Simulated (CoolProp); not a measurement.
Model: reference Helmholtz-energy equation of state, Lemmon 2006, in CoolProp. It is a short technical equation, of lower accuracy than the large ones.

**Question.** For neopentane, give the phase and the cp (kJ/(kg K)), Joule-Thomson coefficient (K/MPa) at 288.7 K and 101 kPa; 394.6 K and 101 kPa; 447.5 K and 101 kPa.

**Answer.** 
- 288.7 K and 101 kPa: gas; cp 1.67, Joule-Thomson coefficient 28.7
- 394.6 K and 101 kPa: gas; cp 2.15, Joule-Thomson coefficient 9.83
- 447.5 K and 101 kPa: gas; cp 2.38, Joule-Thomson coefficient 6.74
